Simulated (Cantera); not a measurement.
An adiabatic, constant-volume homogeneous reactor starts with 2.14 % C3H8, 20.5 % O2, 77.3 % N2, at 1723 K and 7500 Torr.

Computed with Cantera and GRI-Mech 3.0 (53 species, 325 reactions). GRI-Mech 3.0 was tuned for natural gas; its chemistry of propane as a main component is partial and can be far from experiment.

One state of this run: T (K) = 1828; P (bar) = 10.9; x C3H8 = 0.00349; x O2 = 0.183; x CO = 0.00897; x O = 0.000199; x HO2 = 0.000980. x: mole fraction; the columns are a selection and need not sum to one.

Question: Which value of t (s) does it belong to?
A) 7.82e-5
B) 2.39e-6
C) 1.00e-6
D) 0.00107

Answer: B, 2.39e-6
